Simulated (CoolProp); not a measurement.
Vapour-liquid equilibrium of R125 (1) + R236FA (2) at 0.894 bar; x and y are mole fractions of (1).

The numbers come from the multi-fluid Helmholtz-energy mixture model, Lemmon 2005 and Pan 2012; pair parameters Bell 2016 in CoolProp.

```csv
x,"bubble temperature, mixture model (K)","bubble temperature, Raoult's law (K)","y, mixture model","y, Raoult's law"
0.05,263.0,262.8,0.251,0.267
0.125,255.9,255.6,0.498,0.517
0.2,250.2,249.9,0.651,0.667
0.275,245.5,245.2,0.750,0.764
0.35,241.6,241.3,0.818,0.829
0.425,238.2,238.0,0.865,0.874
0.5,235.3,235.2,0.900,0.908
0.575,232.8,232.7,0.927,0.932
0.65,230.5,230.4,0.947,0.952
0.725,228.5,228.4,0.963,0.966
0.8,226.7,226.6,0.976,0.978
0.875,225.0,225.0,0.986,0.988
0.95,223.5,223.5,0.995,0.996
```

The largest gap from Raoult's law is +0.3 K in bubble temperature, at x = 0.125. No azeotrope shows between x = 0.05 and 0.95.

The pair parameters rest on a limited set of measurements; away from them the model extrapolates.
